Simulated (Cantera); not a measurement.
## Adiabatic ignition

An adiabatic, constant-volume homogeneous reactor starts with 7.98 % CO, 0.878 % H2, 0.679 % CH4, 12.1 % O2, 78.4 % N2, equivalence ratio 0.48, at 1075 K and 13500 Torr.

Cantera simulation using GRI-Mech 3.0 (53 species, 325 reactions); the numbers are that mechanism's predictions, not measurements. The pressure lies above the range GRI-Mech 3.0 was tuned for (to about 10 atm).

```json
[
 {"t (s)": "1.00e-5", "T (K)": "1075", "P (bar)": "18.0", "x CO": "0.0798", "x H2": "0.00878", "x CH4": "0.00679", "x CH2CO": "<1e-12", "x HCO": "<1e-12", "x C2H": "<1e-12"},
 {"t (s)": "2.26e-5", "T (K)": "1075", "P (bar)": "18.0", "x CO": "0.0798", "x H2": "0.00878", "x CH4": "0.00679", "x CH2CO": "<1e-12", "x HCO": "<1e-12", "x C2H": "<1e-12"},
 {"t (s)": "5.09e-5", "T (K)": "1075", "P (bar)": "18.0", "x CO": "0.0798", "x H2": "0.00878", "x CH4": "0.00679", "x CH2CO": "<1e-12", "x HCO": "<1e-12", "x C2H": "<1e-12"},
 {"t (s)": "0.000115", "T (K)": "1075", "P (bar)": "18.0", "x CO": "0.0798", "x H2": "0.00878", "x CH4": "0.00679", "x CH2CO": "2.97e-12", "x HCO": "<1e-12", "x C2H": "<1e-12"},
 {"t (s)": "0.000259", "T (K)": "1075", "P (bar)": "18.0", "x CO": "0.0798", "x H2": "0.00878", "x CH4": "0.00679", "x CH2CO": "3.63e-11", "x HCO": "2.67e-12", "x C2H": "<1e-12"},
 {"t (s)": "0.000585", "T (K)": "1076", "P (bar)": "18.0", "x CO": "0.0798", "x H2": "0.00875", "x CH4": "0.00677", "x CH2CO": "1.57e-9", "x HCO": "2.98e-11", "x C2H": "<1e-12"},
 {"t (s)": "0.00132", "T (K)": "1098", "P (bar)": "18.4", "x CO": "0.0787", "x H2": "0.00826", "x CH4": "0.00643", "x CH2CO": "9.39e-8", "x HCO": "2.08e-9", "x C2H": "<1e-12"},
 {"t (s)": "0.00298", "T (K)": "2135", "P (bar)": "34.2", "x CO": "0.000230", "x H2": "1.16e-5", "x CH4": "<1e-12", "x CH2CO": "<1e-12", "x HCO": "4.75e-12", "x C2H": "<1e-12"},
 {"t (s)": "0.00672", "T (K)": "2134", "P (bar)": "34.2", "x CO": "0.000230", "x H2": "1.16e-5", "x CH4": "<1e-12", "x CH2CO": "<1e-12", "x HCO": "4.72e-12", "x C2H": "<1e-12"},
 {"t (s)": "0.0152", "T (K)": "2133", "P (bar)": "34.1", "x CO": "0.000228", "x H2": "1.15e-5", "x CH4": "<1e-12", "x CH2CO": "<1e-12", "x HCO": "4.63e-12", "x C2H": "<1e-12"},
 {"t (s)": "0.0342", "T (K)": "2130", "P (bar)": "34.1", "x CO": "0.000224", "x H2": "1.14e-5", "x CH4": "<1e-12", "x CH2CO": "<1e-12", "x HCO": "4.47e-12", "x C2H": "<1e-12"},
 {"t (s)": "0.0772", "T (K)": "2125", "P (bar)": "34.0", "x CO": "0.000218", "x H2": "1.11e-5", "x CH4": "<1e-12", "x CH2CO": "<1e-12", "x HCO": "4.22e-12", "x C2H": "<1e-12"},
 {"t (s)": "0.174", "T (K)": "2120", "P (bar)": "33.9", "x CO": "0.000212", "x H2": "1.08e-5", "x CH4": "<1e-12", "x CH2CO": "<1e-12", "x HCO": "3.97e-12", "x C2H": "<1e-12"},
 {"t (s)": "0.393", "T (K)": "2118", "P (bar)": "33.9", "x CO": "0.000210", "x H2": "1.07e-5", "x CH4": "<1e-12", "x CH2CO": "<1e-12", "x HCO": "3.87e-12", "x C2H": "<1e-12"},
 {"t (s)": "0.886", "T (K)": "2118", "P (bar)": "33.9", "x CO": "0.000209", "x H2": "1.07e-5", "x CH4": "<1e-12", "x CH2CO": "<1e-12", "x HCO": "3.86e-12", "x C2H": "<1e-12"},
 {"t (s)": "2.00", "T (K)": "2118", "P (bar)": "33.9", "x CO": "0.000209", "x H2": "1.07e-5", "x CH4": "<1e-12", "x CH2CO": "<1e-12", "x HCO": "3.86e-12", "x C2H": "<1e-12"}
]
```
x: mole fraction; the columns are a selection and need not sum to one.

```yaml
time_of_steepest_temperature_rise: 1.95 ms
temperature at 2.00 s: 2118 K
equilibrium_temperature: 2118 K
x(CO) at 2.00 s: 0.000209 (gas-phase equilibrium 0.000209)
x(H2) at 2.00 s: 1.07e-5 (gas-phase equilibrium 1.07e-5)
x(CH4) at 2.00 s: <1e-12 (gas-phase equilibrium <1e-12)
```
